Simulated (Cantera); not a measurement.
Cantera run, input and output.

```python
import numpy as np
import cantera as ct

gas = ct.Solution("gri30.yaml")
gas.TPX = 1250, 1000000, {'CH4': 1, 'H2': 1, 'O2': 1.47, 'N2': 5.53}
reactor = ct.IdealGasReactor(gas, energy="on", clone=False)
net = ct.ReactorNet([reactor])
net.rtol, net.atol = 1e-08, 1e-16
show = ['CH4', 'H2', 'O2', 'NO2', 'CO2', 'HCO', 'CH2']
times = np.geomspace(3e-06, 0.5, 15)

steps = ct.SolutionArray(gas, extra=["t"])
rows = []
print(f"{'t/s':>10s}{'T/K':>9s}{'P/Pa':>11s}" + "".join(f"{s:>11s}" for s in show))
for t in times:
    while net.time < t:
        t_next = net.step()
        steps.append(gas.state, t=t_next)
    rows.append([np.interp(t, steps.t, y) for y in (steps.T, steps.P, *steps(*show).X.T)])
    print(f"{t:10.3e}{rows[-1][0]:9.1f}{rows[-1][1]:11.4g}" + "".join(f"{x:11.3e}" for x in rows[-1][2:]))
rate = np.gradient(steps.T, steps.t)
print("integrator steps:", len(steps.t))
if steps.T.max() > steps.T[0] + 200:
    print(f"time of steepest temperature rise: {steps.t[rate.argmax()]:.4e} s")
gas.TPX = 1250, 1000000, {'CH4': 1, 'H2': 1, 'O2': 1.47, 'N2': 5.53}
gas.equilibrate("UV")
print(f"equilibrium (UV): T = {gas.T:.1f} K  " + "  ".join(f"{s} {gas[s].X[0]:.3e}" for s in show))
```

Output:

```
       t/s      T/K       P/Pa        CH4         H2         O2        NO2        CO2        HCO        CH2
 3.000e-06   1250.0      1e+06  1.111e-01  1.111e-01  1.633e-01  1.109e-22  8.124e-14  2.717e-15  1.586e-15
 7.081e-06   1250.0      1e+06  1.111e-01  1.111e-01  1.633e-01  4.678e-21  1.201e-12  2.161e-14  1.162e-14
 1.671e-05   1250.0      1e+06  1.111e-01  1.111e-01  1.633e-01  5.912e-19  3.630e-11  3.930e-13  2.096e-13
 3.945e-05   1250.8  1.001e+06  1.110e-01  1.110e-01  1.632e-01  2.873e-15  1.918e-08  5.035e-10  1.145e-10
 9.313e-05   1347.7  1.076e+06  1.034e-01  1.070e-01  1.546e-01  1.467e-11  2.705e-05  7.240e-07  1.729e-08
 2.198e-04   2909.1  2.481e+06  4.618e-10  1.263e-01  8.875e-05  4.210e-08  1.723e-02  1.547e-06  6.263e-11
 5.189e-04   2908.4   2.48e+06  4.646e-10  1.264e-01  8.822e-05  4.714e-08  1.722e-02  1.545e-06  6.278e-11
 1.225e-03   2908.4   2.48e+06  4.647e-10  1.264e-01  8.822e-05  4.716e-08  1.722e-02  1.545e-06  6.278e-11
 2.891e-03   2908.4   2.48e+06  4.647e-10  1.264e-01  8.822e-05  4.716e-08  1.722e-02  1.545e-06  6.278e-11
 6.824e-03   2908.4   2.48e+06  4.647e-10  1.264e-01  8.822e-05  4.716e-08  1.722e-02  1.545e-06  6.278e-11
 1.611e-02   2908.4   2.48e+06  4.647e-10  1.264e-01  8.822e-05  4.716e-08  1.722e-02  1.545e-06  6.278e-11
 3.802e-02   2908.4   2.48e+06  4.647e-10  1.264e-01  8.822e-05  4.716e-08  1.722e-02  1.545e-06  6.278e-11
 8.974e-02   2908.4   2.48e+06  4.647e-10  1.264e-01  8.822e-05  4.716e-08  1.722e-02  1.545e-06  6.278e-11
 2.118e-01   2908.4   2.48e+06  4.647e-10  1.264e-01  8.822e-05  4.716e-08  1.722e-02  1.545e-06  6.278e-11
 5.000e-01   2908.4   2.48e+06  4.647e-10  1.264e-01  8.822e-05  4.716e-08  1.722e-02  1.545e-06  6.278e-11
integrator steps: 1912
time of steepest temperature rise: 1.2112e-04 s
equilibrium (UV): T = 2908.4 K  CH4 5.241e-10  H2 1.264e-01  O2 8.822e-05  NO2 4.716e-08  CO2 1.722e-02  HCO 1.545e-06  CH2 6.865e-11
```

Computed with Cantera and GRI-Mech 3.0 (53 species, 325 reactions).
